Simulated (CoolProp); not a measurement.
Computed with CoolProp (reference Helmholtz-energy equation of state, Lemmon 2004). It is a short technical equation, of lower accuracy than the large ones.

Q: Give the vapour pressure (MPa), vapour density (kg/m³), liquid cp (kJ/(kg K)), surface tension (mN/m) of saturated n-dodecane at 379.7, 399.5 K.

A: 
```csv
T (K),p (MPa),vapour density (kg/m³),liquid cp (kJ/(kg K)),surface tension (mN/m)
379.7,0.00275,0.149,2.51,18.0
399.5,0.00636,0.329,2.59,16.4
```

Surface tension comes from a separate correlation (Mulero 2012).
